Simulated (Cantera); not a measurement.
**Equilibrium for metals in furnace atmospheres: Pb + O₂ + N₂ + CH₄**

A closed system holds: 1 mol Pb, 0.17 mol O₂, 1.9 mol N₂, 0.0091 mol CH₄, equilibrated at 1 atm.

Method: chemical equilibrium by Gibbs-energy minimisation in Cantera with the NASA 1993 tables (ideal gas, pure condensed phases). Candidate condensed phases: C, C₆H₆, C₇H₈, C₈H₁₈, H₂O, Pb, PbO, PbO₂, Pb₃O₄; 139 gas species. Each liquid is taken as pure. Mutual solubility and eutectic melting of coexisting phases are not modelled. Gases not in the tables: (PbO)n polymers. Equilibrium is a limit: real reactors are often held back by kinetics, nucleation or transport.

From 1177 °C to 1402 °C the condensed part is Pb(l) + PbO(l). At 1477 °C the condensed part is Pb(l). From 1552 °C to 1627 °C nothing is condensed.

```tsv
T (°C)	x N₂	x Pb	x PbO	x H₂O	x CO₂	x Pb₂	x O₂	x NO	n Pb(l)	n PbO(l)
1177	0.967	0.0147	0.00450	0.00925	0.00462	4.43e-6	1.12e-6	2.43e-6	0.667	0.295
1252	0.944	0.0307	0.0119	0.00903	0.00451	1.51e-5	5.06e-6	7.41e-6	0.634	0.280
1327	0.899	0.0598	0.0285	0.00859	0.00429	4.54e-5	1.96e-5	2.00e-5	0.570	0.243
1402	0.816	0.109	0.0628	0.00779	0.00388	0.000123	6.65e-5	4.77e-5	0.441	0.157
1477	0.690	0.190	0.110	0.00658	0.00327	0.000307	0.000148	8.66e-5	0.172	0
1552	0.649	0.238	0.103	0.00617	0.00305	0.000402	0.000172	0.000117	0	0
1627	0.649	0.238	0.103	0.00614	0.00302	0.000342	0.000331	0.000206	0	0
```
x: gas mole fraction; n: condensed amount in mol.
